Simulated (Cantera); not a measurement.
Cantera run:

```python
import numpy as np
import cantera as ct

gas_names = """
    B BH BH2 BH3 BN B2 H H2 N NH NH2 NH3 N2 N2H2 N2H4
""".split()
cond_names = """
    B(b) B(L) BN(s)
""".split()


# ... load() reads the species with a 1 bar reference pressure and builds the phases ...
atoms = {
    'borazine': {'B': 3, 'N': 3, 'H': 6},
    'N2': {'N': 2},
    'H2': {'H': 2},
}
top_T = {'BN(s)': 3200}  # K; cautious upper limits of use, not melting points


# ... equilibrate(T, P, feed) seeds the gas with the atoms and calls Mixture.equilibrate('TP', solver="vcs", rtol=1e-11, max_steps=5000) ...
results = []
T = 2375  # K
P = 100000  # Pa
for m in [1.4, 1.8, 2.5, 3.3, 4.5, 6.1, 8.2, 11, 15, 20, 27, 37, 50]:
    feed = {'borazine': 1, 'N2': m, 'H2': 27}  # mol
    mix = equilibrate(T, P, feed)
    results.append((T, P, feed, dict(zip(mix.species_names, mix.species_moles))))

top = {s: max(r[3][s] / sum(r[3][g] for g in gas_names) for r in results) for s in gas_names}
cols = sorted((s for s in top if top[s] > 1e-05), key=lambda s: -top[s])[:6]
seen = [c for c in cond_names if any(r[3].get(c, 0) > 1e-12 for r in results)]
print("log10 of partial pressures in bar; condensed amounts in mol")
print(f"{'n(N2)':>10s}" + "".join(f"{s[:9]:>10s}" for s in cols + seen))
for T, P, feed, n in results:
    ng = sum(n[g] for g in gas_names)
    print(f"{feed['N2']:10.4g}" + "".join(f"{np.log10(max(n[s] / ng * P / 1e5, 1e-99)):10.3f}" for s in cols)
          + "".join(f"{n.get(c, 0):10.4g}" for c in seen))
```

Output:

```
log10 of partial pressures in bar; condensed amounts in mol
     n(N2)        H2        N2         H       BH2       BH3         B     BN(s)
       1.4    -0.027    -1.347    -1.864    -2.842    -4.404    -4.868     2.953
       1.8    -0.032    -1.245    -1.867    -2.899    -4.463    -4.919     2.958
       2.5    -0.042    -1.114    -1.872    -2.974    -4.543    -4.985     2.964
       3.3    -0.052    -1.005    -1.877    -3.039    -4.613    -5.039     2.968
       4.5    -0.067    -0.886    -1.884    -3.113    -4.695    -5.098     2.972
       6.1    -0.087    -0.774    -1.894    -3.189    -4.781    -5.154     2.975
       8.2    -0.112    -0.671    -1.906    -3.265    -4.870    -5.206     2.978
        11    -0.142    -0.574    -1.922    -3.344    -4.964    -5.255      2.98
        15    -0.183    -0.479    -1.942    -3.432    -5.072    -5.302     2.982
        20    -0.228    -0.400    -1.965    -3.517    -5.180    -5.341     2.984
        27    -0.285    -0.327    -1.993    -3.611    -5.302    -5.378     2.985
        37    -0.356    -0.260    -2.029    -3.715    -5.441    -5.412     2.986
        50    -0.433    -0.206    -2.067    -3.819    -5.584    -5.439     2.987
```

These are equilibrium values from Cantera (NASA tables, ideal gas, pure condensed phases), not measurements of a reactor. The feed counts by its element totals alone. The tables' values for BH2 are old estimates; treat these amounts as uncertain. Gases not in the tables: B2H6 and higher boranes.
